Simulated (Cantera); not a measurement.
Feed: 1 mol Zr, 0.78 mol O2, 55 mol H2, 0.58 mol N2O, at 2050 K and 10000 Pa.

Equilibrium computed with Cantera from the NASA thermochemical tables; the gas is ideal and each condensed phase is pure. Kinetics and transport are ignored.

```json
[
 {"species": "H2", "before": "0.980", "after": "0.969"},
 {"species": "H2O", "before": "0.00251", "after": "0.0140"},
 {"species": "N2", "before": "0.0104", "after": "0.0104"},
 {"species": "H", "before": "0.00710", "after": "0.00706"},
 {"species": "OH", "before": "1.99e-6", "after": "1.11e-5"},
 {"species": "ZrO2(tetragonal), mol", "before": "1.00", "after": "1.00"}
]
```
Gas species are given as mole fractions.

**Question.** What was changed between the two runs?
A. O2 from 0.78 to 0.071 mol
B. temperature from 2050 K to 2123 K
C. temperature from 2050 K to 1973.15 K
D. O2 from 0.78 to 1.1 mol

**Answer.** D, O2 from 0.78 to 1.1 mol
